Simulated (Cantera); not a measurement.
Charge: 1 mol V2O3, 1.6 mol H2, 1.3 mol N2, at 1350 K and 0.00120 bar.

These are equilibrium values from Cantera (NASA tables, ideal gas, pure condensed phases), not measurements of a reactor. Candidate condensed phases: H2O, V, VN, VO, V2O3, V2O4, V2O5; 28 gas species. Mutual solubility and eutectic melting of coexisting phases are not modelled. VO: taken at fixed stoichiometry. Condensed phases not in the tables: the oxides between V2O3 and V2O5 other than VO2. Rates play no part.

What is the equilibrium state?


```
Item                                      Value
----------------------------------  -----------
x(H2)                                     0.551
x(N2)                                     0.448
x(H2O)                                 0.000795
x(H)                                    5.11e-5
n(VO(s))                            0.00461 mol
n(V2O3(s))                            0.998 mol
gas amount                            2.900 mol
log10 activity of V(s) (absent)           -2.70
log10 activity of V2O5(l) (absent)       -13.93
```
